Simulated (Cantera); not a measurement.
A closed system holds: 1 mol SiC, 0.11 mol H2O, 840 mol N2, 0.054 mol O2, at 1900 K and 16.0 Pa.

These are equilibrium values from Cantera (NASA tables, ideal gas, pure condensed phases), not measurements of a reactor. Candidate condensed phases: C, C6H6, C7H8, C8H18, H2O, Si, SiC, SiO2, Si2N2O, Si3N4; 151 gas species. Rates play no part.

Base state: N2 0.998, Si 0.00114, CO 0.000258, H 0.000206, HCN 3.20e-5, SiC2 2.88e-5, CN 1.13e-5, H2 1.08e-5 (mole fractions); condensed: C(graphite).

What changes in the equilibrium state with this change: temperature from 1900 K to 975 K?


```json
[
 {"species": "N2", "before": "0.998", "after": "1.000"},
 {"species": "H2", "before": "1.08e-5", "after": "0.000131"},
 {"species": "HCN", "before": "3.20e-5", "after": "3.94e-8"},
 {"species": "Si", "before": "0.00114", "after": "<1e-9"},
 {"species": "CO", "before": "0.000258", "after": "2.00e-8"},
 {"species": "H", "before": "0.000206", "after": "1.04e-9"},
 {"species": "SiC2", "before": "2.88e-5", "after": "<1e-9"},
 {"species": "CN", "before": "1.13e-5", "after": "<1e-9"},
 {"species": "C(graphite), mol", "before": "0.689", "after": "1.000"},
 {"species": "Si2N2O(s), mol", "before": "0", "after": "0.218"},
 {"species": "Si3N4(s), mol", "before": "0", "after": "0.188"}
]
```
N2 is the only nitrogen source here; it is nearly inert below about 1500 K, so the nitride shown seldom forms there in practice.
